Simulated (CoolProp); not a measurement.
Vapour-liquid equilibrium of cyclopentane (1) + octamethylcyclotetrasiloxane (D4) (2) at 434.1 K; x and y are mole fractions of (1).

Model: multi-fluid Helmholtz-energy mixture model, Gedanitz 2015 and Thol 2015; pair parameters Bell 2016, in CoolProp.

| x | bubble pressure, mixture model (MPa) | bubble pressure, Raoult's law (MPa) | y, mixture model | y, Raoult's law |
|---|---|---|---|---|
| 0.05 | 0.1044 | 0.1362 | (withheld) | 0.522 |
| 0.2 | 0.2271 | 0.3392 | 0.735 | 0.839 |
| 0.35 | (withheld) | 0.5423 | (withheld) | 0.918 |
| 0.5 | 0.5566 | 0.7453 | (withheld) | 0.954 |
| 0.65 | 0.7742 | 0.9484 | 0.960 | 0.975 |
| 0.8 | 1.033 | 1.151 | (withheld) | 0.988 |
| 0.95 | (withheld) | 1.355 | 0.997 | 0.997 |

Task: What belongs in the gaps?

Result: 
- 0.05, y, mixture model: 0.359
- 0.35, bubble pressure, mixture model (MPa): 0.3761
- 0.35, y, mixture model: 0.861
- 0.5, y, mixture model: 0.924
- 0.8, y, mixture model: 0.982
- 0.95, bubble pressure, mixture model (MPa): 1.326

The largest gap from Raoult's law is -33.0 % in bubble pressure, at x = 0.2. No azeotrope shows between x = 0.05 and 0.95.

Pair parameters are fitted to limited data, so mixtures are less certain than the pure fluids.
